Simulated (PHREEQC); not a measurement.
0.13 g of hydrous ferric oxide (600 m²/g; 0.2 weak and 0.005 strong sites per Fe, Dzombak-Morel constants, diffuse double layer) in 1 kg of water with 0.05 mol/kgw of an inert sodium salt and 4.5e-06 mol/kgw CaCl2, at 25 °C; the pH is set by adding NaOH or the inert anion's acid. O2 is buffered at 0.21 atm. CO2 from the air is kept out. Nothing may precipitate in this run.

The series has 17 steps of pH, from 3 to 11.

Computed with PHREEQC (ion-association model, wateq4f.dat).

Problem. Near which pH is half of the Ca sorbed, and on which side is more sorbed?

Solution. Near pH 8.5, with more sorbed at higher pH.

Complexes and solids missing from the database can't appear. The oxide is taken as insoluble; below pH 4 it would dissolve.
